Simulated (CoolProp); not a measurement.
Nitrogen along the isotherm -139.75 °C: fugacity coefficient from the reference equation and from simpler models built on Tc = -147.0 °C, pc = 33.96 bar, ω = 0.037; each cubic takes its own stable root.

Values from CoolProp's reference Helmholtz-energy equation of state, Span 2000.

```json
[
 {"p (bar)": "9.43", "phase": "gas", "reference": "0.9231", "Redlich-Kwong": "0.9208", "Soave-Redlich-Kwong": "0.9211"},
 {"p (bar)": "18.9", "phase": "gas", "reference": "0.8476", "Redlich-Kwong": "0.8436", "Soave-Redlich-Kwong": "0.8442"},
 {"p (bar)": "28.3", "phase": "gas", "reference": "0.7734", "Redlich-Kwong": "0.7685", "Soave-Redlich-Kwong": "0.7694"},
 {"p (bar)": "37.7", "phase": "supercritical", "reference": "0.6983", "Redlich-Kwong": "0.6933", "Soave-Redlich-Kwong": "0.6946"},
 {"p (bar)": "47.2", "phase": "supercritical", "reference": "0.6182", "Redlich-Kwong": "0.6149", "Soave-Redlich-Kwong": "0.6169"},
 {"p (bar)": "56.6", "phase": "supercritical", "reference": "0.5474", "Redlich-Kwong": "0.5480", "Soave-Redlich-Kwong": "0.5502"},
 {"p (bar)": "66", "phase": "supercritical", "reference": "0.4943", "Redlich-Kwong": "0.4974", "Soave-Redlich-Kwong": "0.4996"},
 {"p (bar)": "75.5", "phase": "supercritical", "reference": "0.4537", "Redlich-Kwong": "0.4584", "Soave-Redlich-Kwong": "0.4606"},
 {"p (bar)": "84.9", "phase": "supercritical", "reference": "0.4225", "Redlich-Kwong": "0.4283", "Soave-Redlich-Kwong": "0.4304"}
]
```
